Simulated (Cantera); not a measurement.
Charge: 1 mol CuO, 31 mol HF, equilibrated at 1.00 bar.

Equilibrium computed with Cantera from the NASA thermochemical tables; the gas is ideal and each condensed phase is pure. Candidate condensed phases: Cu, CuF₂, CuO, Cu(OH)₂, Cu₂O, H₂O; 27 gas species. Mutual solubility and eutectic melting of coexisting phases are not modelled. Equilibrium is a limit: real reactors are often held back by kinetics, nucleation or transport.

log p: log10 of the partial pressure in bar; n: condensed amount in mol.

| T (K) | log p HF | log p CuF | log p H₂O | log p O₂ | n CuF₂(s) | n CuO(s) | n Cu₂O(s) | n CuF₂(l) | n Cu₂O(l) |
|---|---|---|---|---|---|---|---|---|---|
| 1025 | 0.00 | -5.33 | -2.30 | -3.55 | 0.155 | 0.809 | 0.0173 | 0 | 0 |
| 1125 | 0.00 | -4.21 | -2.59 | -2.35 | 0 | 0.367 | 0.276 | 0.0697 | 0 |
| 1225 | 0.00 | -3.30 | -2.77 | -2.12 | 0 | 0 | 0.470 | 0 | 0 |
| 1325 | -0.01 | -2.73 | -2.55 | -2.12 | 0 | 0 | 0.441 | 0 | 0 |
| 1425 | -0.01 | ___ | ___ | -2.13 | 0 | 0 | ___ | 0 | 0 |
| 1525 | -0.01 | -1.90 | -2.07 | -2.13 | 0 | 0 | 0 | 0 | 0.267 |
| 1625 | -0.02 | ___ | ___ | -2.13 | 0 | 0 | 0 | 0 | ___ |
| 1725 | -0.02 | -1.52 | -1.79 | -2.12 | 0 | 0 | 0 | 0 | 0 |

Some entries are withheld; supply them.


- 1425, log p CuF: -2.27
- 1425, log p H₂O: -2.31
- 1425, n Cu₂O(s): 0.382
- 1625, log p CuF: -1.64
- 1625, log p H₂O: -1.87
- 1625, n Cu₂O(l): 0.105
